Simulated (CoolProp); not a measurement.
Vapour-liquid equilibrium of R22 (1) + R115 (2) at 205.3 K; x and y are mole fractions of (1).

Computed with CoolProp (multi-fluid Helmholtz-energy mixture model, Kamei 1995 and Lemmon 2016; pair parameters Bell 2016).

**Question.** Give the bubble pressure and the first vapour's composition at x = 0.05, 0.8, 0.95. Is there an azeotrope?

**Answer.** x = 0.05: 0.02582 MPa, y = 0.155; x = 0.8: 0.02806 MPa, y = 0.682; x = 0.95: 0.02480 MPa, y = 0.900. y crosses x between x = 0.35 and 0.5: the model has an azeotrope there.

The pair parameters rest on a limited set of measurements; away from them the model extrapolates.
